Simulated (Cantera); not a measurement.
Standard-state values (1 bar) from the NASA 1993 polynomials, evaluated with Cantera. Values are per mole of reaction as written; species without (g) are pure solids or liquids, kept so even where they would boil at 1 bar. TaC: taken at fixed stoichiometry.

### Question
Between 300 and 2798 K, where is each reaction favourable under standard conditions?
- TaC + NO(g) → CO(g) + N(g) + Ta

### Answer
- TaC + NO(g) → CO(g) + N(g) + Ta: ΔG° is 373 kJ at 300 K and 26 kJ at 2798 K; it stays positive (K < 1). ΔH° is 403 kJ and ΔS° 135 J/K at 2798 K.
